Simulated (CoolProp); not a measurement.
Properties of decamethylcyclopentasiloxane (D5) along the isobar 51.1 bar (Tc = 618.3 K, pc = 10.78 bar, ω = 0.631).

Model: reference Helmholtz-energy equation of state, Thol 2019, in CoolProp.

```
T (K)          phase       Z  cp (kJ/(kg K))  expansivity (1/kK)  fugacity coefficient
-----  -------------  ------  --------------  ------------------  --------------------
501.6         liquid  0.6048           1.999               1.466               0.04755
512.4         liquid  0.6016           2.016               1.512               0.05803
523.1         liquid  0.5991           2.033               1.563               0.06979
533.9         liquid  0.5971           2.050               1.619               0.08306
544.7         liquid  0.5958           2.067               1.680               0.09774
555.4         liquid  0.5951           2.084               1.745                0.1137
566.2         liquid  0.5951           2.101               1.818                0.1311
576.9         liquid  0.5958           2.117               1.896                0.1496
587.7         liquid  0.5972           2.134               1.981                0.1696
598.5         liquid  0.5994           2.151               2.073                0.1906
609.2         liquid  0.6024           2.167               2.170                0.2125
620    supercritical  0.6063           2.183               2.274                0.2354
```
